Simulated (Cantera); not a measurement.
A closed system holds: 1 mol Si, 2.4 mol CO, 50 mol H2, at 1198 K and 1200000 Pa.

Cantera equilibrium calculation (NASA polynomials, part measured and part estimated; ideal gas, pure solids and liquids). Candidate condensed phases: C, C6H6, C7H8, C8H18, H2O, Si, SiC, SiO2; 123 gas species. The tables hold silica as quartz up to 1696 K and as liquid above; real silica turns to tridymite and cristobalite and melts near 1996 K. The numbers say what is thermodynamically allowed, not how fast it happens.

Base state: H2 0.946, CH4 0.0461, H2O 0.00440, CO 0.00391, CO2 1.33e-5 (mole fractions); condensed: SiO2(β-quartz).

Question: What changes in the equilibrium state with this change: temperature from 1198 K to 1473 K?

Answer: 
| species | before | after |
|---|---|---|
| H2 | 0.946 | 0.959 |
| CH4 | 0.0461 | 0.0324 |
| CO | 0.00391 | 0.00800 |
| H2O | 0.00440 | 0.000193 |
| C2H4 | 9.57e-7 | 2.70e-5 |
| CO2 | 1.33e-5 | 6.50e-7 |
| SiO2(β-quartz), mol | 1.00 | 1.000 |
| C(graphite), mol | 0 | 0.423 |
